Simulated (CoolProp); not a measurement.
A closed Brayton cycle with dry air: compressor inlet 325.15 K and 7.7 MPa, high pressure 26.2 MPa, turbine inlet 755 K, compressor efficiency 0.8, turbine efficiency 0.9, recuperator effectiveness 0.9 (on enthalpy, no pinch check). Each further row changes one setting.

Values from CoolProp's reference Helmholtz-energy equation of state, Lemmon 2000. It is a pseudo-pure fit of the blend.

| case | thermal efficiency (%) | net work (kJ/kg) | compressor to turbine work | compressor exit (K) | turbine exit (K) |
|---|---|---|---|---|---|
| as stated | (withheld) | 35.0 | 0.84 | 496.1 | 562.7 |
| turbine inlet 705 K | 9.9 | 20.6 | (withheld) | 496.1 | 523.6 |
| compressor inlet 335.15 K | 13.1 | (withheld) | (withheld) | (withheld) | 562.7 |
| high pressure 22.3 MPa | 18.6 | 38.4 | 0.80 | 470.2 | (withheld) |
| recuperator effectiveness 0.5 | 13.8 | 35.0 | 0.84 | 496.1 | 562.7 |

### Question
What belongs in the gaps?

### Answer

- as stated, thermal efficiency (%): 15.5
- turbine inlet 705 K, compressor to turbine work: 0.90
- compressor inlet 335.15 K, net work (kJ/kg): 29.1
- compressor inlet 335.15 K, compressor to turbine work: 0.87
- compressor inlet 335.15 K, compressor exit (K): 511.2
- high pressure 22.3 MPa, turbine exit (K): 585.0
